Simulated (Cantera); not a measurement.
A perfectly stirred reactor is fed with NO : N2 = 1 : 9.3 (molar parts), at 101000 Pa; it is held at 2000 K, and followed from long to short residence time.

Model: GRI-Mech 3.0 (53 species, 325 reactions), integrated in Cantera.

Q: What does this change do: temperature 2000 to 2125 K?

A: 
| quantity | before | after |
|---|---|---|
| x(NO) at τ = 0.440 s | 0.0831 | 0.0581 |
| x(N2O) at τ = 0.440 s | 3.38e-6 | 1.89e-6 |
| x(NO2) at τ = 0.440 s | 2.85e-5 | 2.58e-5 |
| x(N2) at τ = 0.440 s | 0.910 | 0.922 |
| x(O) at τ = 0.440 s | 6.17e-5 | 0.000238 |
| x(NO) at τ = 63.0 ms | 0.0951 | 0.0906 |
| x(N2O) at τ = 63.0 ms | 4.38e-6 | 4.29e-6 |
| x(NO2) at τ = 63.0 ms | 1.80e-5 | 1.97e-5 |
| x(N2) at τ = 63.0 ms | 0.904 | 0.906 |
| x(O) at τ = 63.0 ms | 3.48e-5 | 0.000119 |

Q: What does this change do: NO 1 to 1.3 parts?

A: 
| quantity | before | after |
|---|---|---|
| x(NO) at τ = 0.440 s | 0.0831 | 0.102 |
| x(N2O) at τ = 0.440 s | 3.38e-6 | 5.03e-6 |
| x(NO2) at τ = 0.440 s | 2.85e-5 | 4.20e-5 |
| x(N2) at τ = 0.440 s | 0.910 | 0.888 |
| x(O) at τ = 0.440 s | 6.17e-5 | 7.41e-5 |
| x(NO) at τ = 63.0 ms | 0.0951 | 0.120 |
| x(N2O) at τ = 63.0 ms | 4.38e-6 | 6.88e-6 |
| x(NO2) at τ = 63.0 ms | 1.80e-5 | 2.65e-5 |
| x(N2) at τ = 63.0 ms | 0.904 | 0.879 |
| x(O) at τ = 63.0 ms | 3.48e-5 | 4.07e-5 |
